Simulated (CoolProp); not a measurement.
Vapour-liquid equilibrium of toluene (1) + n-nonane (2) at 0.367 bar; x and y are mole fractions of (1).

Values from CoolProp's multi-fluid Helmholtz-energy mixture model, Lemmon 2006 and Lemmon 2006; pair parameters Bell 2016.

Give the bubble temperature and the first vapour's composition at x = 0.2, 0.425, 0.95. Is there an azeotrope?

x = 0.2: 374.4 K, y = 0.511; x = 0.425: 364.4 K, y = 0.745; x = 0.95: 352.4 K, y = 0.980. No azeotrope shows between x = 0.05 and 0.95.

Pair parameters are fitted to limited data, so mixtures are less certain than the pure fluids.
